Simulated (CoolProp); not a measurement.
A Linde-Hampson liquefier for CF4 (R14): isothermal reversible compression at 320 K from 1 atm to 15 MPa, throttling to 1 atm, return gas leaving the recuperator 2 K below the feed. Each further row changes one setting.

Computed with CoolProp (reference Helmholtz-energy equation of state, Platzer 1990). This equation is an older, rougher fit; its heat capacities, sound speeds and derivatives of the liquid may be far off and weren't checked against measurements.

```json
[
 {"case": "as stated", "liquid yield per pass": "[?]", "compression work (kJ/kg of gas)": "141"},
 {"case": "high pressure 30 MPa", "liquid yield per pass": "[?]", "compression work (kJ/kg of gas)": "159"},
 {"case": "warm-end temperature 350 K", "liquid yield per pass": "[?]", "compression work (kJ/kg of gas)": "158"},
 {"case": "warm-end gap 7 K", "liquid yield per pass": "[?]", "compression work (kJ/kg of gas)": "141"}
]
```

**Question.** Complete the blanks.

**Answer.** 
- as stated, liquid yield per pass: 0.192
- high pressure 30 MPa, liquid yield per pass: 0.245
- warm-end temperature 350 K, liquid yield per pass: 0.141
- warm-end gap 7 K, liquid yield per pass: 0.180
